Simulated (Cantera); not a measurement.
**Adiabatic ignition**

An adiabatic, constant-pressure homogeneous reactor starts with 14.0 % H2, 17.5 % O2, 65.9 % N2, 2.52 % H2O, equivalence ratio 0.40, at 1600 K and 1.00 bar.

Cantera simulation using GRI-Mech 3.0 (53 species, 325 reactions); the numbers are that mechanism's predictions, not measurements.

| t (s) | T (K) | x H2 | x O2 | x H2O | x N2O | x HO2 |
|---|---|---|---|---|---|---|
| 5.00e-6 | 1600 | 0.140 | 0.175 | 0.0254 | 4.64e-11 | 5.17e-6 |
| 1.92e-5 | 1849 | 0.0164 | 0.104 | 0.126 | 1.71e-7 | 3.05e-5 |
| 7.36e-5 | 2238 | 0.00904 | 0.104 | 0.149 | 3.07e-7 | 1.13e-5 |
| 0.000282 | 2442 | 0.00300 | 0.108 | 0.165 | 6.10e-7 | 9.38e-6 |
| 0.00108 | 2458 | 0.00247 | 0.108 | 0.167 | 6.46e-7 | 1.00e-5 |
| 0.00415 | 2455 | 0.00244 | 0.107 | 0.167 | 6.47e-7 | 9.89e-6 |
| 0.0159 | 2447 | 0.00238 | 0.105 | 0.167 | 6.63e-7 | 9.53e-6 |
| 0.0612 | 2438 | 0.00231 | 0.102 | 0.168 | 7.02e-7 | 9.15e-6 |
| 0.235 | 2438 | 0.00230 | 0.102 | 0.168 | 7.06e-7 | 9.12e-6 |
| 0.900 | 2438 | 0.00230 | 0.102 | 0.168 | 7.06e-7 | 9.12e-6 |
x: mole fraction; the columns are a selection and need not sum to one.

```yaml
time_of_steepest_temperature_rise: 11.6 µs
temperature at 0.900 s: 2438 K
equilibrium_temperature: 2438 K
x(H2) at 0.900 s: 0.00230 (gas-phase equilibrium 0.00230)
x(O2) at 0.900 s: 0.102 (gas-phase equilibrium 0.102)
x(H2O) at 0.900 s: 0.168 (gas-phase equilibrium 0.168)
```
